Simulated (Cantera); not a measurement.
A closed system holds: 1 mol Si₂H₆, 0.025 mol HCl, 16 mol N₂, 0.04 mol Cl₂, equilibrated at 652 °C and 0.100 bar.

Cantera equilibrium calculation (NASA polynomials, part measured and part estimated; ideal gas, pure solids and liquids). Candidate condensed phases: NH₄Cl, Si, Si₃N₄; 28 gas species. The feed counts by its element totals alone. N₂ is the only nitrogen source here; it is nearly inert below about 1500 K, so the nitride shown seldom forms there in practice. Rates play no part.

Base state: N₂ 0.827, H₂ 0.167, HCl 0.00592 (mole fractions); condensed: Si₃N₄(s).

### Question
What changes in the equilibrium state with this change: Si₂H₆ replaced by SiH₄?

### Answer
| species | before | after |
|---|---|---|
| N₂ | 0.827 | 0.881 |
| H₂ | 0.167 | 0.113 |
| HCl | 0.00592 | 0.00603 |
| Si₃N₄(s), mol | 0.667 | 0.333 |
